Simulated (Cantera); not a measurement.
Gas-phase reforming

An isothermal, constant-pressure homogeneous reactor starts with 27.7 % CH₄, 56.9 % H₂O, 15.4 % H₂, at 2100 K and 840000 Pa.

Cantera simulation using GRI-Mech 3.0 (53 species, 325 reactions); the numbers are that mechanism's predictions, not measurements.

```csv
t (s),x CH₄,x H₂O,x H₂,x CH₂,x O₂
6.00e-5,0.0670,0.456,0.387,5.94e-6,2.97e-8
0.000167,0.0344,0.414,0.443,3.95e-6,2.08e-8
0.000465,0.0219,0.357,0.495,2.59e-6,1.42e-8
0.00129,0.0157,0.285,0.553,1.45e-6,8.43e-9
0.00360,0.00862,0.218,0.607,5.90e-7,4.91e-9
0.0100,0.00227,0.184,0.637,1.21e-7,3.48e-9
0.0278,2.74e-5,0.179,0.642,1.31e-9,3.27e-9
0.0775,4.07e-7,0.179,0.642,1.98e-11,3.27e-9
0.216,4.07e-7,0.179,0.642,1.98e-11,3.27e-9
0.600,4.07e-7,0.179,0.642,1.98e-11,3.27e-9
1.67,4.07e-7,0.179,0.642,1.98e-11,3.27e-9
4.64,4.07e-7,0.179,0.642,1.98e-11,3.27e-9
12.9,4.07e-7,0.179,0.642,1.98e-11,3.27e-9
35.9,4.07e-7,0.179,0.642,1.98e-11,3.27e-9
100,4.07e-7,0.179,0.642,1.98e-11,3.27e-9
```
x: mole fraction; the columns are a selection and need not sum to one.

Equilibrium at this temperature and pressure: CH₄ 4.61e-7, H₂O 0.179, H₂ 0.642, CH₂ 2.23e-11, O₂ 3.27e-9 (gas phase only).
